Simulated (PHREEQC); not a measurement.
1 kg of water holding 0.071 mol/kgw KCl, 0.24 mol/kgw K2CO3, 0.3 mol/kgw K2SO4 and 0.0049 mol/kgw KHCO3 is evaporated at 25 °C; the solids stay in contact with the brine. CO2 is held at log p = -3.4 (atm). Only these solids could form: Arcanite, Kalicinite, Misenite, Sylvite.

Model: Pitzer model, pitzer.dat, run in PHREEQC.

| water left (kg) | ionic strength | water activity | Kalicinite (mol) | Arcanite (mol) |
|---|---|---|---|---|
| 0.9991 | 1.65 | 0.976 | 0 | 0 |
| 0.8211 | (withheld) | 0.971 | 0 | 0 |
| 0.6748 | 2.34 | 0.966 | 0 | 0.0259 |
| 0.5546 | 2.48 | 0.963 | 0 | 0.0950 |
| 0.4557 | 2.66 | (withheld) | 0 | 0.149 |
| 0.3745 | 2.91 | 0.955 | 0 | 0.192 |
| 0.2529 | 3.67 | 0.941 | 0 | 0.248 |
| 0.2078 | 4.22 | 0.930 | 0 | 0.265 |
| 0.1708 | 4.93 | 0.916 | 0 | 0.278 |
| 0.1403 | 5.82 | 0.897 | 0 | 0.286 |
| 0.1153 | 6.94 | 0.872 | 0 | 0.292 |
| 0.09471 | 8.34 | 0.840 | 0 | 0.295 |
| 0.07776 | 10.1 | 0.797 | 0 | 0.298 |
| 0.06382 | 12.2 | 0.742 | 0 | 0.299 |
| 0.05233 | 14.7 | 0.674 | 0 | 0.299 |
| 0.04227 | 15.1 | 0.667 | (withheld) | 0.300 |
| 0.03393 | 15.1 | 0.667 | 0.161 | 0.300 |
| 0.02706 | 15.1 | 0.667 | 0.227 | 0.300 |
| 0.01677 | 15.1 | 0.667 | 0.325 | 0.300 |
| 0.01297 | 15.1 | 0.667 | 0.361 | 0.300 |
| 0.009834 | 15.1 | 0.667 | 0.391 | 0.300 |
| 0.007262 | 15.1 | 0.667 | 0.416 | 0.300 |
| 0.005137 | 15.1 | 0.667 | 0.436 | 0.300 |
| 0.003402 | 15.1 | 0.667 | 0.452 | 0.300 |

Task: What belongs in the gaps?

Result: 
- 0.8211, ionic strength: 2.01
- 0.4557, water activity: 0.960
- 0.04227, Kalicinite (mol): 0.0819
